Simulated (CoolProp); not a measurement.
A simple Rankine cycle with R1336mzz(Z): condensing at 295.15 K, boiler at 0.386 MPa, turbine inlet 351.1 K, turbine efficiency 0.8, pump efficiency 0.6, no recuperator. Each further row changes one setting.

Computed with CoolProp (reference Helmholtz-energy equation of state, McLinden 2020).

```json
[
 {"case": "as stated", "thermal efficiency (%)": "10.3", "net work (kJ/kg)": "21.9", "heat in (kJ/kg)": "213", "turbine exit temperature (K)": "319.2", "volume ratio over the turbine": "5.98"},
 {"case": "turbine inlet 371.1 K", "thermal efficiency (%)": "10.1", "net work (kJ/kg)": "23.6", "heat in (kJ/kg)": "233", "turbine exit temperature (K)": "339.8", "volume ratio over the turbine": "5.88"},
 {"case": "condensing temperature 287.15 K", "thermal efficiency (%)": "11.6", "net work (kJ/kg)": "25.9", "heat in (kJ/kg)": "222", "turbine exit temperature (K)": "…", "volume ratio over the turbine": "8.26"},
 {"case": "boiler pressure 0.27 MPa", "thermal efficiency (%)": "8.4", "net work (kJ/kg)": "18.1", "heat in (kJ/kg)": "216", "turbine exit temperature (K)": "326.6", "volume ratio over the turbine": "…"},
 {"case": "turbine efficiency 0.7", "thermal efficiency (%)": "…", "net work (kJ/kg)": "19.1", "heat in (kJ/kg)": "213", "turbine exit temperature (K)": "322.3", "volume ratio over the turbine": "6.05"}
]
```

**Question.** What belongs in the gaps?

**Answer.** 
- condensing temperature 287.15 K, turbine exit temperature (K): 314.0
- boiler pressure 0.27 MPa, volume ratio over the turbine: 4.10
- turbine efficiency 0.7, thermal efficiency (%): 9.0
